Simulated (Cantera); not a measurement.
## Thermodynamics of aluminium nitride and oxide growth, feed AlBr3 + N2 + H2

A closed system holds: 1 mol AlBr3, 7.3 mol N2, 32 mol H2, at 33.0 Pa.

These are equilibrium values from Cantera (NASA tables, ideal gas, pure condensed phases), not measurements of a reactor. Candidate condensed phases: Al, AlBr3, AlN, Br2; 19 gas species. Rates play no part.

| T (K) | x H2 | x N2 | x HBr | x AlBr3 | x AlBr | x Br | n AlN(s) |
|---|---|---|---|---|---|---|---|
| 1023 | 0.763 | 0.171 | 0.0612 | 0.00440 | 1.74e-7 | 2.24e-5 | 0.823 |
| 1048 | 0.764 | 0.171 | 0.0607 | 0.00455 | 4.80e-7 | 3.41e-5 | 0.817 |
| 1073 | 0.764 | 0.171 | 0.0603 | 0.00470 | 1.27e-6 | 5.08e-5 | 0.810 |
| 1098 | 0.764 | 0.171 | 0.0598 | 0.00485 | 3.19e-6 | 7.43e-5 | 0.805 |
| 1123 | 0.764 | 0.171 | 0.0594 | 0.00498 | 7.69e-6 | 0.000107 | 0.799 |
| 1148 | 0.764 | 0.171 | 0.0589 | 0.00511 | 1.78e-5 | 0.000152 | 0.793 |
| 1173 | 0.765 | 0.171 | 0.0585 | 0.00523 | 3.99e-5 | 0.000212 | 0.788 |
| 1198 | 0.765 | 0.171 | 0.0580 | 0.00534 | 8.62e-5 | 0.000291 | 0.781 |
| 1223 | 0.765 | 0.171 | 0.0576 | 0.00543 | 0.000180 | 0.000395 | 0.774 |
| 1248 | 0.765 | 0.172 | 0.0570 | 0.00549 | 0.000365 | 0.000529 | 0.764 |
| 1273 | 0.765 | 0.172 | 0.0564 | 0.00552 | 0.000717 | 0.000699 | 0.749 |
| 1298 | 0.765 | 0.172 | 0.0556 | 0.00548 | 0.00137 | 0.000910 | 0.724 |
| 1323 | 0.764 | 0.172 | 0.0545 | 0.00535 | 0.00252 | 0.00117 | 0.682 |
| 1348 | 0.763 | 0.173 | 0.0529 | 0.00506 | 0.00450 | 0.00147 | 0.612 |
x: gas mole fraction; n: condensed amount in mol.

From 1023 K to 1348 K the condensed part is AlN(s). The main Al-bearing gas is AlBr3 throughout. The share of Al in condensed phases is highest at 1023 K (82.3 %) and lowest at 1348 K (61.2 %).
